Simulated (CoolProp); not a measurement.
A closed Brayton cycle with dry air: compressor inlet 307.15 K and 2.1 MPa, high pressure 5.33 MPa, turbine inlet 810 K, compressor efficiency 0.8, turbine efficiency 0.93, recuperator effectiveness 0.8 (on enthalpy, no pinch check). Each further row changes one setting.

The numbers come from the reference Helmholtz-energy equation of state, Lemmon 2000 in CoolProp. It is a pseudo-pure fit of the blend.

```csv
case,thermal efficiency (%),net work (kJ/kg),compressor to turbine work,compressor exit (K),turbine exit (K)
as stated,27.3,62.6,0.65,424.4,644.6
turbine inlet 760 K,24.5,51.2,___,424.4,603.3
compressor inlet 317.15 K,25.9,58.6,0.68,___,644.6
high pressure 4.53 MPa,27.1,___,___,401.7,671.0
recuperator effectiveness 0.5,21.0,62.6,0.65,424.4,644.6
```

Problem. Complete the blanks.

Solution. 
- turbine inlet 760 K, compressor to turbine work: 0.70
- compressor inlet 317.15 K, compressor exit (K): 438.0
- high pressure 4.53 MPa, net work (kJ/kg): 57.1
- high pressure 4.53 MPa, compressor to turbine work: 0.62
